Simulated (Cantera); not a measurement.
Input: 1 mol TiO₂, 14 mol CO, equilibrated at 2550 K and 4.10 mbar.

Method: chemical equilibrium by Gibbs-energy minimisation in Cantera with the NASA 1993 tables (ideal gas, pure condensed phases). Candidate condensed phases: C, Ti, TiC, TiO, TiO₂, Ti₂O₃, Ti₃O₅, Ti₄O₇; 15 gas species. Equilibrium is a limit: real reactors are often held back by kinetics, nucleation or transport.

Base state: CO 0.940, TiO₂ 0.0258, CO₂ 0.0177, TiO 0.0119, O 0.00405, O₂ 0.000198, Ti 1.97e-5 (mole fractions); condensed: Ti₃O₅(l).

**Question.** What changes in the equilibrium state with this change: 0.16 mol H₂ added?

**Answer.** 
```csv
species,before,after
CO,0.940,0.921
TiO₂,0.0258,0.0256
H,0,0.0180
H₂,0,0.00136
CO₂,0.0177,0.0169
TiO,0.0119,0.0121
OH,0,0.000458
H₂O,0,0.000158
"Ti₃O₅(l), mol",0.150,0.146
```
Further candidate phases: C₆H₆, C₇H₈, C₈H₁₈, H₂O.
